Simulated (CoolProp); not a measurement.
CH2F2 (R32) at 430 K and 3.61 MPa is throttled through a valve to 2.22 MPa with no heat exchange. Each further row changes one setting.

Values from CoolProp's reference Helmholtz-energy equation of state, Tillner-Roth 1997.

```
case                       temperature change (K)  final density (kg/m³)
-------------------------  ----------------------  ---------------------
as stated                                   -11.1                   36.1
outlet pressure 0.666 MPa                   -24.9                   10.6
outlet pressure 2.89 MPa                     -5.6                   47.3
```
